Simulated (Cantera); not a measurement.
Input: 1 mol C2F6, 0.0067 mol Si, 0.089 mol H2, at 1475 K and 390 Pa.

Cantera equilibrium calculation (NASA polynomials, part measured and part estimated; ideal gas, pure solids and liquids). Candidate condensed phases: C, C6H6, C7H8, C8H18, Si, SiC; 113 gas species. The feed counts by its element totals alone. Gases not in the tables: C2F6 and larger saturated fluorocarbons. The numbers say what is thermodynamically allowed, not how fast it happens.

Base state: CF4 0.886, HF 0.109, SiF4 0.00410, CF2 0.000441, CF3 8.42e-5, F 7.98e-5 (mole fractions); condensed: C(graphite).

Question: What changes in the equilibrium state with this change: 0.095 mol CH4 added?

Answer: 
```
species             before     after
----------------  --------  --------
CF4                  0.886     0.705
HF                   0.109     0.291
SiF4               0.00410   0.00349
CF3                8.42e-5   7.10e-5
CF2               0.000441  0.000393
C(graphite), mol     0.551     0.741
```

Question: What changes in the equilibrium state with this change: Si from 0.0067 to 0.36 mol?

Answer: 
```tsv
species	before	after
CF4	0.886	0.670
SiF4	0.00410	0.220
HF	0.109	0.109
CF2	0.000441	0.000383
CF3	8.42e-5	6.83e-5
F	7.98e-5	7.44e-5
C(graphite), mol	0.551	0.904
```
